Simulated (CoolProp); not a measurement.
Vapour-liquid equilibrium of methanol (1) + benzene (2) at 438.9 K; x and y are mole fractions of (1).

The numbers come from the multi-fluid Helmholtz-energy mixture model, de Reuck 1993 and Thol 2012; pair parameters Bell 2016 in CoolProp.

**Question.** Give the bubble pressure and the first vapour's composition at x = 0.2, 0.65, 0.875. Is there an azeotrope?

**Answer.** x = 0.2: 1.443 MPa, y = 0.468; x = 0.65: 1.916 MPa, y = 0.723; x = 0.875: 2.000 MPa, y = 0.881. y crosses x between x = 0.875 and 0.95: the model has an azeotrope there.

The pair parameters rest on a limited set of measurements; away from them the model extrapolates.
